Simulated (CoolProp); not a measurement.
Model: reference Helmholtz-energy equation of state, Wu 2011, in CoolProp.

Q: Give the vapour pressure (bar), enthalpy of vaporisation (kJ/kg), liquid cp (kJ/(kg K)) of saturated dimethyl ether at 192.1, 338.8 K.

A: 
```csv
T (K),p (bar),enthalpy of vaporisation (kJ/kg),liquid cp (kJ/(kg K))
192.1,0.0371,525,2.14
338.8,16.4,329,2.76
```
